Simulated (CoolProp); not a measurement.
Vapour pressure (bar) of carbon monoxide: the reference equation beside estimates from Tc = -140.3 °C, pc = 34.98 bar, ω = 0.050. Clausius-Clapeyron is anchored at -185.55 °C with a constant enthalpy of vaporisation of 5.770 kJ/mol.

The numbers come from the reference Helmholtz-energy equation of state, Lemmon 2006 in CoolProp. It is a short technical equation, of lower accuracy than the large ones.

```json
[
 {"T (°C)": "-195.95", "reference": "0.5921", "Lee-Kesler": "0.5926", "Clausius-Clapeyron": "0.6534"},
 {"T (°C)": "-192.45", "reference": "0.9094", "Lee-Kesler": "0.9097", "Clausius-Clapeyron": "0.9649"},
 {"T (°C)": "-189.05", "reference": "1.329", "Lee-Kesler": "1.330", "Clausius-Clapeyron": "1.366"},
 {"T (°C)": "-185.55", "reference": "1.900", "Lee-Kesler": "1.901", "Clausius-Clapeyron": "1.900"},
 {"T (°C)": "-182.15", "reference": "2.613", "Lee-Kesler": "2.616", "Clausius-Clapeyron": "2.554"},
 {"T (°C)": "-178.65", "reference": "3.537", "Lee-Kesler": "3.541", "Clausius-Clapeyron": "3.387"},
 {"T (°C)": "-175.25", "reference": "4.645", "Lee-Kesler": "4.650", "Clausius-Clapeyron": "4.371"},
 {"T (°C)": "-171.75", "reference": "6.029", "Lee-Kesler": "6.034", "Clausius-Clapeyron": "5.583"},
 {"T (°C)": "-168.25", "reference": "7.690", "Lee-Kesler": "7.691", "Clausius-Clapeyron": "7.015"},
 {"T (°C)": "-164.85", "reference": "9.596", "Lee-Kesler": "9.590", "Clausius-Clapeyron": "8.634"},
 {"T (°C)": "-161.35", "reference": "11.89", "Lee-Kesler": "11.87", "Clausius-Clapeyron": "10.55"},
 {"T (°C)": "-157.95", "reference": "14.47", "Lee-Kesler": "14.44", "Clausius-Clapeyron": "12.67"},
 {"T (°C)": "-154.45", "reference": "17.52", "Lee-Kesler": "17.49", "Clausius-Clapeyron": "15.14"},
 {"T (°C)": "-151.05", "reference": "20.91", "Lee-Kesler": "20.87", "Clausius-Clapeyron": "17.81"},
 {"T (°C)": "-147.55", "reference": "24.87", "Lee-Kesler": "24.85", "Clausius-Clapeyron": "20.87"}
]
```

Absolute difference from the reference over all 15 rows, mean and median: Lee-Kesler 0.1 and 0.1 %, Clausius-Clapeyron 8.4 and 8.8 %.
